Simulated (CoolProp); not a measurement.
Saturation properties of CH3F (R41).

Model: reference Helmholtz-energy equation of state, Lemmon 2006, in CoolProp. It is a short technical equation, of lower accuracy than the large ones.

```tsv
T (K)	p (MPa)	vapour density (kg/m³)	surface tension (mN/m)
235.6	0.6286	12.58	9.36
240	0.7356	14.69	8.74
244.4	0.8558	17.07	8.12
248.9	0.9934	19.84	7.51
253.3	1.143	22.90	6.91
257.7	1.310	26.36	6.33
262.2	1.498	30.37	5.74
266.6	1.701	34.81	5.17
271.1	1.929	39.98	4.61
275.5	2.174	45.76	4.07
279.9	2.441	52.37	3.55
284.4	2.739	60.19	3.02
288.8	3.057	69.10	2.53
293.2	3.402	79.63	2.05
297.7	3.786	92.61	1.59
```

It boils at 194.8 K under 1 atm.

Surface tension comes from a separate correlation (Mulero 2012).
